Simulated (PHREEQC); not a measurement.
A solution holds 100 mmol/kgw CuSO4 and 82 mmol/kgw NaHCO3, at 20 °C. Closed to the air; pH follows from the charge balance.

Model: ion-association model, wateq4f.dat, run in PHREEQC.

This is a speciation only: nothing precipitates in the calculation.

Question: Estimate the pH, ionic strength.

Answer: pH 6.01; ionic strength 0.256 mol/kgw.

Question: In which forms is S present?

Answer: SO4-2 71 %, CuSO4 22 %, NaSO4- 6.9 % of the S.

The solution is supersaturated, for example in Malachite, Brochantite, so a real one may precipitate; this is no full list. Complexes and solids missing from the database can't appear.
